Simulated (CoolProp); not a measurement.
R152A at 298.15 K and 7.2 MPa is throttled through a valve to 0.748 MPa with no heat exchange. Each further row changes one setting.

The numbers come from the reference Helmholtz-energy equation of state, Outcalt 1996 in CoolProp. It is a modified Benedict-Webb-Rubin equation, recast in Helmholtz form.

| case | temperature change (K) | final phase | final density (kg/m³) |
|---|---|---|---|
| as stated | +0.8 | liquid | [?] |
| outlet pressure 0.224 MPa | [?] | two-phase, vapour fraction 0.170 | [?] |
| outlet pressure 0.972 MPa | +0.8 | liquid | [?] |

Question: Complete the blanks.

Answer: 
- as stated, final density (kg/m³): 898
- outlet pressure 0.224 MPa, temperature change (K): -29.5
- outlet pressure 0.224 MPa, final density (kg/m³): 40.7
- outlet pressure 0.972 MPa, final density (kg/m³): 899
